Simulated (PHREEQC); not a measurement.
A solution holds 6.5 mmol/kgw NH3, 0.016 mmol/kgw CO2 and 140 mmol/kgw (CH3)4NCl, at 25 °C. Closed to the air; pH follows from the charge balance.

The numbers come from PHREEQC with the ion-association model, wateq4f.dat.

Precipitation was switched off in this run.

Question: Estimate the pH.

Answer: pH 10.49.

Question: In which forms is C present?

Answer: CO3-2 76 %, HCO3- 24 % of the C.

Complexes and solids missing from the database can't appear. (CH3)4N+ isn't in the database: it is added as a free cation with an ion size of 4 Å.
